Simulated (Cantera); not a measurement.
Input: 1 mol Ta, 0.51 mol CO2, 18 mol N2O, at 1073.15 K and 1 atm.

Method: chemical equilibrium by Gibbs-energy minimisation in Cantera with the NASA 1993 tables (ideal gas, pure condensed phases). Candidate condensed phases: C, Ta, TaC, Ta2O5; 27 gas species. The numbers say what is thermodynamically allowed, not how fast it happens.

Task: What is the equilibrium state?

Result: 
```
Property                                    Value
--------------------------------------  ---------
x(N2)                                       0.685
x(O2)                                       0.295
x(CO2)                                     0.0194
x(NO)                                     7.32e-5
x(NO2)                                    2.93e-6
n(Ta2O5(s))                             0.500 mol
gas amount                              26.26 mol
log10 activity of C(graphite) (absent)     -20.45
log10 activity of Ta(s) (absent)           -37.67
log10 activity of TaC(s) (absent)          -51.27
```
